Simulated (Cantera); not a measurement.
An isothermal, constant-pressure homogeneous reactor starts with CH2O : O2 : N2 = 0.005 : 0.006 : 1 (molar parts), at 975 K and 4.05 atm. Integrator tolerance rtol = 1e-08.

Model: GRI-Mech 3.0 (53 species, 325 reactions), integrated in Cantera. Below about 1000 K GRI-Mech 3.0 lacks low-temperature oxidation paths.

### Question
What does this change do: N2 1 to 0.42 parts?

### Answer
| quantity | before | after |
|---|---|---|
| x(CH2O) at 7.00 s | 2.72e-12 (gas-phase equilibrium <1e-12) | 3.12e-12 (gas-phase equilibrium <1e-12) |
| x(O2) at 7.00 s | 0.00178 (gas-phase equilibrium 0.000988) | 0.00333 (gas-phase equilibrium 0.00232) |
| x(CH2CO) at 7.00 s | <1e-12 (gas-phase equilibrium <1e-12) | <1e-12 (gas-phase equilibrium <1e-12) |
| x(OH) at 7.00 s | 6.27e-9 (gas-phase equilibrium 2.86e-9) | 1.11e-8 (gas-phase equilibrium 5.42e-9) |
| x(H2O) at 7.00 s | 0.00492 (gas-phase equilibrium 0.00495) | 0.0116 (gas-phase equilibrium 0.0116) |
| x(C2H2) at 7.00 s | <1e-12 (gas-phase equilibrium <1e-12) | <1e-12 (gas-phase equilibrium <1e-12) |
| x(C2H4) at 7.00 s | <1e-12 (gas-phase equilibrium <1e-12) | <1e-12 (gas-phase equilibrium <1e-12) |

### Question
What does this change do: N2 1 to 0.31 parts?

### Answer
```
quantity                                              before                                    after
------------------  ----------------------------------------  ---------------------------------------
x(CH2O) at 7.00 s    2.72e-12 (gas-phase equilibrium <1e-12)  2.74e-12 (gas-phase equilibrium <1e-12)
x(O2) at 7.00 s     0.00178 (gas-phase equilibrium 0.000988)  0.00413 (gas-phase equilibrium 0.00311)
x(CH2CO) at 7.00 s     <1e-12 (gas-phase equilibrium <1e-12)    <1e-12 (gas-phase equilibrium <1e-12)
x(OH) at 7.00 s      6.27e-9 (gas-phase equilibrium 2.86e-9)  1.32e-8 (gas-phase equilibrium 6.76e-9)
x(H2O) at 7.00 s     0.00492 (gas-phase equilibrium 0.00495)    0.0155 (gas-phase equilibrium 0.0156)
x(C2H2) at 7.00 s      <1e-12 (gas-phase equilibrium <1e-12)    <1e-12 (gas-phase equilibrium <1e-12)
x(C2H4) at 7.00 s      <1e-12 (gas-phase equilibrium <1e-12)    <1e-12 (gas-phase equilibrium <1e-12)
```
